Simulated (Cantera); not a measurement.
Input: 1 mol Si, 0.043 mol H2O, 360 mol H2, equilibrated at 1498.15 K and 530000 Pa.

Cantera equilibrium calculation (NASA polynomials, part measured and part estimated; ideal gas, pure solids and liquids). Candidate condensed phases: H2O, Si, SiO2; 18 gas species. Mutual solubility and eutectic melting of coexisting phases are not modelled. The tables hold silica as quartz up to 1696 K and as liquid above; real silica turns to tridymite and cristobalite and melts near 1996 K. The numbers say what is thermodynamically allowed, not how fast it happens.

Base state: H2 1.000, SiO 9.45e-5 (mole fractions); condensed: Si(s) + SiO2(β-quartz).

Question: What changes in the equilibrium state with this change: pressure from 530000 Pa to 1000 Pa?

Answer: 
```json
[
 {"species": "H2", "before": "1.000", "after": "1.000"},
 {"species": "H", "before": "7.48e-6", "after": "0.000172"},
 {"species": "SiO", "before": "9.45e-5", "after": "0.000119"},
 {"species": "Si(s), mol", "before": "0.960", "after": "0.956"},
 {"species": "SiO2(β-quartz), mol", "before": "0.00390", "after": "0"}
]
```

Question: What changes in the equilibrium state with this change: temperature from 1498.15 K to 2098 K?

Answer: 
```tsv
species	before	after
H2	1.000	0.998
H	7.48e-6	0.00134
SiH2	1.46e-6	0.000180
Si	1.90e-9	2.46e-5
SiH	1.41e-8	3.09e-5
SiO	9.45e-5	0.000119
Si(s), mol	0.960	0
SiO2(β-quartz), mol	0.00390	0
Si(l), mol	0	0.870
```
Gases not in the tables: Si2H6 and higher silanes.
